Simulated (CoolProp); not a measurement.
Vapour pressure (MPa) of CHF3 (R23): the reference equation beside estimates from Tc = 299.3 K, pc = 4.832 MPa, ω = 0.263.

The numbers come from the reference Helmholtz-energy equation of state, Penoncello 2003 in CoolProp.

```json
[
 {"T (K)": "179.2", "reference": "0.04818", "Lee-Kesler": "0.04652", "Redlich-Kwong": "0.09678", "Peng-Robinson": "0.04802"},
 {"T (K)": "185.3", "reference": "0.07144", "Lee-Kesler": "0.06963", "Redlich-Kwong": "0.1365", "Peng-Robinson": "0.07114"},
 {"T (K)": "191.4", "reference": "0.1029", "Lee-Kesler": "0.1011", "Redlich-Kwong": "0.1875", "Peng-Robinson": "0.1024"},
 {"T (K)": "197.4", "reference": "0.1437", "Lee-Kesler": "0.1422", "Redlich-Kwong": "0.2504", "Peng-Robinson": "0.1430"},
 {"T (K)": "203.5", "reference": "0.1971", "Lee-Kesler": "0.1962", "Redlich-Kwong": "0.3289", "Peng-Robinson": "0.1962"},
 {"T (K)": "209.6", "reference": "0.2649", "Lee-Kesler": "0.2649", "Redlich-Kwong": "0.4241", "Peng-Robinson": "0.2639"},
 {"T (K)": "215.6", "reference": "0.3479", "Lee-Kesler": "0.3491", "Redlich-Kwong": "0.5357", "Peng-Robinson": "0.3467"},
 {"T (K)": "221.7", "reference": "0.4512", "Lee-Kesler": "0.4541", "Redlich-Kwong": "0.6692", "Peng-Robinson": "0.4502"},
 {"T (K)": "227.7", "reference": "0.5742", "Lee-Kesler": "0.5789", "Redlich-Kwong": "0.8219", "Peng-Robinson": "0.5735"},
 {"T (K)": "233.8", "reference": "0.7237", "Lee-Kesler": "0.7302", "Redlich-Kwong": "1.001", "Peng-Robinson": "0.7237"},
 {"T (K)": "239.9", "reference": "0.9008", "Lee-Kesler": "0.9091", "Redlich-Kwong": "1.205", "Peng-Robinson": "0.9019"}
]
```

Absolute difference from the reference over all 11 rows, mean and median: Lee-Kesler 1.2 and 0.9 %, Redlich-Kwong 63.0 and 60.1 %, Peng-Robinson 0.3 and 0.3 %.
